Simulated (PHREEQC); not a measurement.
# Acid mine or pickling water (model solution)

Model water analysis in mg/L, 83 °C, pH 3.45, pe 9.8: Na 61.6; K 38.5; Ca 199; Mg 98; Cl 276; S(6) as SO4 820; Zn 0.44; Li 0.0187; Al 0.776; Fe(3) 25.8.

Cl is adjusted to close the charge balance.
Valence states are taken as typed.

Computed with PHREEQC (ion-association model, wateq4f.dat).

Precipitation was switched off in this run.

What ionic strength does the model give?

ionic strength 0.0262 mol/kgw.

In which forms is Li present?

Li+ 99 %, LiSO4- 1.0 % of the Li.

Saturation is exceeded, for instance for Jarosite-K, Jarosite-Na; the values hold only as long as no solid forms. Constants without temperature data keep their 25 °C values here.
